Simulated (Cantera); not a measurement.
Charge: 1 mol MgO, 0.33 mol CH4, 0.036 mol CO, held at 12.0 Pa.

Cantera equilibrium calculation (NASA polynomials, part measured and part estimated; ideal gas, pure solids and liquids). Candidate condensed phases: C, C6H6, C7H8, C8H18, H2O, Mg, MgCO3, MgO, Mg(OH)2; 116 gas species. The tables' values for MgH are old estimates; treat these amounts as uncertain. The numbers say what is thermodynamically allowed, not how fast it happens.

log p: log10 of the partial pressure in bar; n: condensed amount in mol.

| T (K) | log p H2 | log p CO | log p Mg | log p H | n C(graphite) | n MgO(s) |
|---|---|---|---|---|---|---|
| 948 | -3.94 | -5.21 | -13.71 | -11.25 | 0.330 | 1.00 |
| 1023 | -3.94 | -5.21 | … | … | 0.330 | 1.00 |
| 1098 | -3.94 | -5.21 | -8.98 | -9.58 | 0.330 | 1.000 |
| 1173 | -3.94 | -5.20 | -7.08 | -8.90 | 0.330 | 1.000 |
| 1248 | -3.96 | … | … | … | 0.313 | 0.983 |
| 1323 | -4.19 | -4.54 | -4.59 | -7.89 | 0.0709 | 0.741 |
| 1398 | -4.23 | -4.49 | -4.53 | -7.44 | 0 | 0.670 |

Problem. Fill in the missing entries.

Solution. 
- 1023, log p Mg: -11.17
- 1023, log p H: -10.35
- 1248, log p CO: -5.06
- 1248, log p Mg: -5.55
- 1248, log p H: -8.31
